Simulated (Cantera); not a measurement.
## Reactions in the system C-H-Ni-S

Standard-state values (1 bar) from the NASA 1993 polynomials, evaluated with Cantera. Values are per mole of reaction as written; species without (g) are pure solids or liquids, kept so even where they would boil at 1 bar.

6 CH3(g) + Ni3S4 = H2S(g) + 2 C3H8(g) + 3 NiS

```json
[
 {"T (K)": "473", "ΔH° (kJ)": "-1084.0", "ΔS° (J/K)": "-472.6", "ΔG° (kJ)": "-860.4", "log10 K": "95.02"},
 {"T (K)": "498", "ΔH° (kJ)": "-1085.1", "ΔS° (J/K)": "-474.9", "ΔG° (kJ)": "-848.6", "log10 K": "89.00"},
 {"T (K)": "523", "ΔH° (kJ)": "-1086.1", "ΔS° (J/K)": "-476.9", "ΔG° (kJ)": "-836.7", "log10 K": "83.56"},
 {"T (K)": "548", "ΔH° (kJ)": "-1087.1", "ΔS° (J/K)": "-478.8", "ΔG° (kJ)": "-824.7", "log10 K": "78.61"},
 {"T (K)": "573", "ΔH° (kJ)": "-1088.0", "ΔS° (J/K)": "-480.4", "ΔG° (kJ)": "-812.7", "log10 K": "74.09"}
]
```
